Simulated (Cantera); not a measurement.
Feed: 1 mol Hg, 0.19 mol H2, 0.11 mol N2, equilibrated at 6.10 bar.

Cantera equilibrium calculation (NASA polynomials, part measured and part estimated; ideal gas, pure solids and liquids). Candidate condensed phases: Hg; 10 gas species. The numbers say what is thermodynamically allowed, not how fast it happens.

x: gas mole fraction; n: condensed amount in mol.

```tsv
T (K)	x Hg	x H2	x N2	x NH3	x H	n Hg(l)
523	0.0161	0.451	0.334	0.199	<1e-12	0.996
623	0.145	0.511	0.309	0.0352	<1e-12	0.951
723	0.699	0.190	0.110	0.00118	<1e-12	0.307
823	0.769	0.146	0.0845	0.000236	(withheld)	0
923	0.769	0.146	0.0846	1.00e-4	(withheld)	0
1023	0.769	0.146	0.0846	4.97e-5	(withheld)	0
1123	0.769	0.146	0.0846	2.78e-5	(withheld)	0
1223	0.769	0.146	0.0846	1.70e-5	(withheld)	0
1323	0.769	0.146	0.0846	1.12e-5	(withheld)	0
1423	0.769	0.146	0.0846	7.84e-6	(withheld)	0
1523	0.769	0.146	0.0846	5.73e-6	(withheld)	0
1623	0.769	0.146	0.0846	4.36e-6	(withheld)	0
```

### Question
What belongs in the gaps?

### Answer

- 823, x H: 1.13e-12
- 923, x H: 3.78e-11
- 1023, x H: 6.41e-10
- 1123, x H: 6.59e-9
- 1223, x H: 4.65e-8
- 1323, x H: 2.45e-7
- 1423, x H: 1.03e-6
- 1523, x H: 3.58e-6
- 1623, x H: 1.07e-5
